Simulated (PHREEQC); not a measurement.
Make-up at 60 °C: 0.0013 mol CaCl2, 6.7e-05 mol NaHCO3 and 0.25 mol MgSO4 per kg of water. Closed to the air; pH follows from the charge balance.

All values are PHREEQC results (ion-association model, phreeqc.dat), not measurements.

Each row changes one thing in this solution. Precipitation was switched off in this run.

| case | pH | ionic strength (mol/kgw) |
|---|---|---|
| as made | 6.74 | 0.293 |
| MgSO4 from 0.25 to 0.125 mol/kgw | 6.87 | 0.168 |
| MgSO4 replaced by MnSO4 at the same molality | 6.15 | 0.404 |
| CaCl2 left out | 6.75 | 0.290 |
| NaHCO3 from 6.7e-05 to 0.000134 mol/kgw | 6.88 | 0.294 |
| MgSO4 left out | 7.47 | 0.00396 |
| diluted 2-fold with water | 6.73 | 0.166 |
| NaHCO3 left out | 6.27 | 0.293 |

Some of these states are supersaturated (in Rhodochrosite, for instance). At this temperature some constants are extrapolated from 25 °C, and those without enthalpy data are left unchanged.
